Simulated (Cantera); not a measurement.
Input (Python, Cantera):

```python
import numpy as np
import cantera as ct

gas = ct.Solution("gri30.yaml")


def delay(T, t_max=10):
    gas.TPX = T, 340000, {'CH4': 1, 'O2': 0.909, 'N2': 3.73}
    reactor = ct.IdealGasReactor(gas, clone=False)
    net = ct.ReactorNet([reactor])
    net.rtol, net.atol = 1e-8, 1e-16
    while net.time < t_max:
        t_old, T_old = net.time, reactor.T
        net.step()
        if reactor.T > T + 400:  # ignition: a rise of 400 K
            return t_old + (T + 400 - T_old) / (reactor.T - T_old) * (net.time - t_old)
    return np.nan


taus = []
for T in [1173, 1273, 1373, 1473, 1573, 1673, 1773, 1873, 1973, 2073]:
    taus.append(delay(T))
    print(f"T0 = {T:6g} K   tau = {taus[-1]:.4e} s")
```

Output:

```
T0 =   1173 K   tau = 3.3405e-02 s
T0 =   1273 K   tau = 8.9493e-03 s
T0 =   1373 K   tau = 2.6766e-03 s
T0 =   1473 K   tau = 8.7266e-04 s
T0 =   1573 K   tau = 3.0992e-04 s
T0 =   1673 K   tau = 1.2190e-04 s
T0 =   1773 K   tau = 5.3903e-05 s
T0 =   1873 K   tau = 2.6794e-05 s
T0 =   1973 K   tau = 1.4773e-05 s
T0 =   2073 K   tau = 8.8744e-06 s
```

Computed with Cantera and GRI-Mech 3.0 (53 species, 325 reactions).
